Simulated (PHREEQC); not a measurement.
A solution holds 0.2 mol/kgw NaOH, 5.4e-05 mol/kgw NaAlO2 and 0.0012 mol/kgw (CH3)4NCl, at 65 °C. Closed to the air; pH follows from the charge balance.

The numbers come from PHREEQC with the ion-association model, phreeqc.dat.

| Quantity | Result |
|---|---|
| pH | 12.04 |
| ionic strength | 0.201 mol/kgw |
| activity of water | 0.993 |
| specific conductance | 79100 µS/cm |
| density | 0.989 g/cm³ |
| total alkalinity | 200 meq/kg |

| species | molality | activity | log γ |
|---|---|---|---|
| Na+ | 0.200 | 0.146 | -0.137 |
| OH- | 0.200 | 0.138 | -0.162 |
| Cl- | 0.00120 | 0.000837 | -0.157 |
| (CH3)4N+ | 0.00120 | 0.000841 | -0.155 |
| Al(OH)4- | 5.40e-5 | 3.84e-5 | -0.148 |

No solid was allowed to form. (CH3)4N+ isn't in the database: it is added as a free cation with an ion size of 4 Å. At this temperature some constants are extrapolated from 25 °C, and those without enthalpy data are left unchanged.
